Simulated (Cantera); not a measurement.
A perfectly stirred reactor is fed with 1.55 % CH₂O, 24.4 % O₂, 74.0 % N₂, equivalence ratio 0.064, at 1000000 Pa; it is held at 1050 K, and followed from long to short residence time.

Model: GRI-Mech 3.0 (53 species, 325 reactions), integrated in Cantera.

Problem. Predict: x(CH₂O) at τ = 0.410 s; x(O₂) at τ = 0.410 s; x(CH₂O) at τ = 37.0 ms; x(O₂) at τ = 37.0 ms.

Solution. 
- x(CH₂O) at τ = 0.410 s = 9.67e-5
- x(O₂) at τ = 0.410 s = 0.230
- x(CH₂O) at τ = 37.0 ms = 0.000463
- x(O₂) at τ = 37.0 ms = 0.233
